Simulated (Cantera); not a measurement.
# Thermodynamics of boron, boron nitride and boron oxide, feed B₂O₃ + H₂

A closed system holds: 1 mol B₂O₃, a varied amount of H₂, equilibrated at 2150 K and 40.0 Pa.

Method: chemical equilibrium by Gibbs-energy minimisation in Cantera with the NASA 1993 tables (ideal gas, pure condensed phases). Candidate condensed phases: B, B₂O₃, B₃O₃H₃, H₂O; 23 gas species. Equilibrium is a limit: real reactors are often held back by kinetics, nucleation or transport.

From 4.4 mol H₂ to 110 mol H₂ nothing is condensed. The main B-bearing gas is B₂O₃ at 4.4 mol H₂ and BO at 110 mol H₂.

```
n(H₂) (mol)  log p H₂  log p H  log p BO  log p HBO₂  log p B₂O₃  log p HBO  log p H₂O  log p BO₂
-----------  --------  -------  --------  ----------  ----------  ---------  ---------  ---------
4.4             -3.65    -4.20     -4.43       -4.47       -4.65      -4.99      -5.18      -5.83
19              -3.54    -4.14     -4.81       -5.01       -5.62      -5.31      -5.29      -6.43
33              -3.52    -4.13     -4.98       -5.29       -6.08      -5.47      -5.38      -6.71
48              -3.51    -4.13     -5.10       -5.49       -6.41      -5.59      -5.46      -6.92
62              -3.51    -4.13     -5.19       -5.64       -6.65      -5.67      -5.52      -7.07
76              -3.50    -4.13     -5.26       -5.77       -6.85      -5.74      -5.57      -7.20
91              -3.50    -4.13     -5.33       -5.88       -7.03      -5.81      -5.62      -7.32
110             -3.50    -4.12     -5.40       -6.01       -7.22      -5.88      -5.68      -7.44
```
log p: log10 of the partial pressure in bar; nothing condenses.
